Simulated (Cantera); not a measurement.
Feed: 1 mol TEOS, 4.7 mol O2, 5.4 mol N2, at 10.0 Pa.

These are equilibrium values from Cantera (NASA tables, ideal gas, pure condensed phases), not measurements of a reactor. Candidate condensed phases: C, C6H6, C7H8, C8H18, H2O, Si, SiC, SiO2, Si2N2O, Si3N4; 151 gas species. The feed counts by its element totals alone. The tables hold silica as quartz up to 1696 K and as liquid above; real silica turns to tridymite and cristobalite and melts near 1996 K. Kinetics and transport are ignored.

Which condensed phases are stable at each of these points (T (K)): 923, 998, 1073, 1148, 1223, 1298, 1373, 1448, 1523, 1598, 1673, 1748, 1823?


| T (K) | condensed phases | Si condensed (%) |
|---|---|---|
| 923 | SiO2(β-quartz) | 100.0 |
| 998 | SiO2(β-quartz) | 100.0 |
| 1073 | SiO2(β-quartz) | 100.0 |
| 1148 | SiO2(β-quartz) | 100.0 |
| 1223 | SiO2(β-quartz) | 100.0 |
| 1298 | SiO2(β-quartz) | 100.0 |
| 1373 | SiO2(β-quartz) | 100.0 |
| 1448 | SiO2(β-quartz) | 100.0 |
| 1523 | SiO2(β-quartz) | 99.8 |
| 1598 | SiO2(β-quartz) | 98.4 |
| 1673 | SiO2(β-quartz) | 90.5 |
| 1748 | SiO2(condensed) | 57.1 |
| 1823 | gas only | 0.0 |

From 923 K to 1673 K the condensed part is SiO2(β-quartz). At 1748 K the condensed part is SiO2(condensed). At 1823 K nothing is condensed.
